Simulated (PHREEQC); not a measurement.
Make-up at 25 °C: 0.24 mol NaHSO4 per kg of water. Closed to the air; pH follows from the charge balance.

Computed with PHREEQC (ion-association model, phreeqc.dat).

No solid was allowed to form.

Predict the pH.

pH 1.16.

In which forms is Na present?

Na+ 92 %, NaSO4- 7.7 % of the Na.

Complexes and solids missing from the database can't appear.
